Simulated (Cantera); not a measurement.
A perfectly stirred reactor is fed with CH4 : O2 : N2 : H2 = 1 : 1.67 : 6.27 : 0.13 (molar parts), equivalence ratio 1.2, at 0.247 atm; it is adiabatic with a 675 K inlet, and is followed from long to short residence time, starting on the burning branch (τ in s: 0.21, 0.097, 0.045, 0.021, 0.0097, 0.0045, 0.0021, 0.00097, 0.00045, 0.00021, 9.7e-05, 4.5e-05).

Model: GRI-Mech 3.0 (53 species, 325 reactions), integrated in Cantera.

Predict: blow-out, bracketed by the residence times tried; x(CH4) at τ = 0.210 s; x(O2) at τ = 0.210 s; x(CH2O) at τ = 0.210 s; x(CH2CO) at τ = 0.210 s; x(CH4) at τ = 2.10 ms; x(O2) at τ = 2.10 ms; x(CH2O) at τ = 2.10 ms; x(CH2CO) at τ = 2.10 ms.


* **blow-out, bracketed by the residence times tried**: burning at 0.210 ms, out at 97.0 µs
* **x(CH4) at τ = 0.210 s**: 3.38e-6
* **x(O2) at τ = 0.210 s**: 0.00124
* **x(CH2O) at τ = 0.210 s**: 4.12e-7
* **x(CH2CO) at τ = 0.210 s**: 1.35e-9
* **x(CH4) at τ = 2.10 ms**: 0.000118
* **x(O2) at τ = 2.10 ms**: 0.00655
* **x(CH2O) at τ = 2.10 ms**: 1.32e-5
* **x(CH2CO) at τ = 2.10 ms**: 4.83e-8
